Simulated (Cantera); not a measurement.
Charge: 1 mol SiO2, 0.33 mol H2, 0.73 mol N2, equilibrated at 1027 °C.

Method: chemical equilibrium by Gibbs-energy minimisation in Cantera with the NASA 1993 tables (ideal gas, pure condensed phases). Candidate condensed phases: H2O, Si, SiO2, Si2N2O, Si3N4; 35 gas species. N2 is the only nitrogen source here; it is nearly inert below about 1500 K, so the nitride shown seldom forms there in practice. Mutual solubility and eutectic melting of coexisting phases are not modelled. The tables hold silica as quartz up to 1696 K and as liquid above; real silica turns to tridymite and cristobalite and melts near 1996 K. Kinetics and transport are ignored.

Task: At 10.0 bar, list the 4 most abundant gas species with their mole fractions, and the condensed phases.

Result: N2 0.689, H2 0.311, H2O 0.000278, NH3 0.000178. Condensed: SiO2(β-quartz) + Si2N2O(s).
